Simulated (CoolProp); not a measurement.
Saturation properties of CF4 (R14) (Tc = -45.8 °C, pc = 3.762 MPa, ω = 0.178).

Model: reference Helmholtz-energy equation of state, Platzer 1990, in CoolProp. This equation is an older, rougher fit; its heat capacities, sound speeds and derivatives of the liquid may be far off and weren't checked against measurements.

```tsv
T (°C)	p (MPa)	vapour density (kg/m³)	liquid viscosity (µPa s)
-123.55	0.1375	10.18	215
-118.65	0.1876	13.61	198
-113.75	0.2506	17.88	183
-108.85	0.3285	23.11	169
-103.95	0.4233	29.48	157
-99.05	0.5372	37.17	145
-94.15	0.6725	46.41	135
-89.25	0.8315	57.48	126
-84.35	1.017	70.73	117
-79.45	1.231	86.65	108
-74.55	1.476	105.9	100
```

It boils at -128.0 °C under 1 atm.

Viscosity comes from a separate model (Huber 2003), an estimate that may be off by 10 % or more.
